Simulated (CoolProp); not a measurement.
Vapour-liquid equilibrium of isobutene (1) + n-octane (2) at 3 bar; x and y are mole fractions of (1).

The numbers come from the multi-fluid Helmholtz-energy mixture model, Lemmon 2005 and Beckmüller 2019; pair parameters Bell 2016 in CoolProp.

Problem. Give the bubble temperature and the first vapour's composition at x = 0.05, 0.2, 0.5. Is there an azeotrope?

Solution. x = 0.05: 145.5 °C, y = 0.430; x = 0.2: 94.1 °C, y = 0.882; x = 0.5: 51.8 °C, y = 0.985. No azeotrope shows between x = 0.05 and 0.95.

Pair parameters are fitted to limited data, so mixtures are less certain than the pure fluids.
